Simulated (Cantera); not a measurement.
## Thermodynamics of silicon etching in halogen gases, feed Si + HCl + N2 + F2

A closed system holds: 1 mol Si, 3.8 mol HCl, 0.22 mol N2, 3.3 mol F2, held at 725 K and 100000 Pa.

Cantera equilibrium calculation (NASA polynomials, part measured and part estimated; ideal gas, pure solids and liquids). Candidate condensed phases: NH4Cl, Si, Si3N4; 49 gas species. The numbers say what is thermodynamically allowed, not how fast it happens.

```
Property                              Value
--------------------------------  ---------
x(HF)                                 0.411
x(Cl2)                                0.206
x(HCl)                                0.190
x(SiF4)                               0.158
x(N2)                                0.0348
x(H2F2)                             2.56e-5
gas amount                        6.320 mol
log10 activity of Si(s) (absent)     -58.26
```
